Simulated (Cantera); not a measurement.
Charge: 1 mol SiCl₄, 0.89 mol Cl₂, 9.7 mol H₂, equilibrated at 0.133 bar.

Cantera equilibrium calculation (NASA polynomials, part measured and part estimated; ideal gas, pure solids and liquids). Candidate condensed phases: Si; 19 gas species. The tables' values for SiCl₃ are old estimates; treat these amounts as uncertain. Equilibrium is a limit: real reactors are often held back by kinetics, nucleation or transport.

log p: log10 of the partial pressure in bar; nothing condenses.

```tsv
T (°C)	log p H₂	log p HCl	log p SiCl₄	log p SiCl₂	log p SiCl₃	log p SiHCl₃	log p SiH₂Cl₂
602	-0.99	-1.69	-1.94	-8.24	-5.97	…	-6.92
652	-1.00	-1.68	-1.95	-7.28	-5.41	…	-6.46
702	-1.00	-1.68	-1.95	-6.42	-4.91	…	-6.04
752	-1.00	-1.68	-1.96	-5.66	-4.47	…	-5.68
802	-1.00	-1.67	-1.97	-4.97	-4.07	…	-5.36
852	-1.00	-1.67	-1.98	-4.36	-3.72	…	-5.08
902	-1.00	-1.65	-2.01	-3.82	-3.41	…	-4.85
952	-1.01	-1.64	-2.04	-3.37	-3.15	-2.92	-4.67
1002	-1.01	-1.61	-2.10	-2.99	-2.95	-2.90	-4.56
1052	-1.02	-1.57	-2.19	-2.70	-2.81	-2.93	-4.51
1102	-1.03	-1.53	-2.30	-2.49	-2.73	…	-4.52
```

### Question
Complete the blanks.

### Answer

- 602, log p SiHCl₃: -3.91
- 652, log p SiHCl₃: -3.70
- 702, log p SiHCl₃: -3.51
- 752, log p SiHCl₃: -3.34
- 802, log p SiHCl₃: -3.20
- 852, log p SiHCl₃: -3.08
- 902, log p SiHCl₃: -2.98
- 1102, log p SiHCl₃: -3.00
